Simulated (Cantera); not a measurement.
Feed: 1 mol Si2Cl6, a varied amount of NH3, equilibrated at 625 °C and 45000 Pa.

Equilibrium computed with Cantera from the NASA thermochemical tables; the gas is ideal and each condensed phase is pure. Candidate condensed phases: NH4Cl, Si, Si3N4; 28 gas species. The feed counts by its element totals alone. The numbers say what is thermodynamically allowed, not how fast it happens.

Q: Which condensed phases are stable at each of these points (n(NH3) (mol)): 0.27, 0.7, 1.1, 1.5, 2, 2.4, 2.8, 3.2, 3.7, 4.1, 4.5, 4.9, 5.4?

A: 
| n(NH3) (mol) | condensed phases | Si condensed (%) |
|---|---|---|
| 0.27 | Si(s) + Si3N4(s) | 22.9 |
| 0.7 | Si3N4(s) | 26.2 |
| 1.1 | Si3N4(s) | 37.3 |
| 1.5 | Si3N4(s) | 42.5 |
| 2 | Si3N4(s) | 47.7 |
| 2.4 | Si3N4(s) | 51.4 |
| 2.8 | Si3N4(s) | 54.8 |
| 3.2 | Si3N4(s) | 57.9 |
| 3.7 | Si3N4(s) | 61.6 |
| 4.1 | Si3N4(s) | 64.3 |
| 4.5 | Si3N4(s) | 66.8 |
| 4.9 | Si3N4(s) | 69.1 |
| 5.4 | Si3N4(s) | 71.9 |

At 0.27 mol NH3 the condensed part is Si(s) + Si3N4(s). From 0.7 mol NH3 to 5.4 mol NH3 the condensed part is Si3N4(s).
